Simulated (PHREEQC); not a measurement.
Consider water at 25 °C with 65 mmol/kgw HF, 37 mmol/kgw (NH4)2SiF6, 0.077 mmol/kgw HBF4 and 13 mmol/kgw HCl. Closed to the air; pH follows from the charge balance.

Model: ion-association model, wateq4f.dat, run in PHREEQC.

Each row changes one thing in this solution. Precipitation was switched off in this run.

```tsv
case	pH	ionic strength (mol/kgw)	HF (mol/kgw)	H2F2 (mol/kgw)	F- (mol/kgw)	HF2- (mol/kgw)	SI of Quartz (SiO2)
as made	1.86	0.128	0.0481	0.00621	0.00323	0.000614	-4.93
HCl left out	2.20	0.119	0.0452	0.00547	0.00652	0.00116	-5.42
HBF4 from 7.7e-05 to 0.000385 mol/kgw	1.85	0.128	0.0482	0.00622	0.00318	0.000606	-4.92
(NH4)2SiF6 from 0.037 to 0.0037 mol/kgw	1.84	0.0274	0.0488	0.00624	0.00270	0.000508	-5.68
diluted 5-fold with water	2.39	0.0269	0.0103	0.000279	0.00198	7.88e-5	-2.41
HCl replaced by (CH3)4NCl at the same molality	2.20	0.132	0.0451	0.00547	0.00658	0.00117	-5.44
0.0013 mol/kgw TMAH added	1.89	0.128	0.0479	0.00617	0.00343	0.000650	-4.98
(NH4)2SiF6 from 0.037 to 0.0333 mol/kgw	1.86	0.117	0.0482	0.00621	0.00319	0.000605	-4.96
HF from 0.065 to 0.0065 mol/kgw	1.96	0.124	0.00649	0.000113	0.000547	1.40e-5	+0.10
```

Species that the database lacks are ignored. Some of these states are supersaturated (in Quartz (slow to form), for instance). (CH3)4N+ isn't in the database: it is added as a free cation with an ion size of 4 Å. SiF6-2 is the database's only silicon fluoride. Real BF4- forms and hydrolyses slowly; the run takes it at equilibrium.
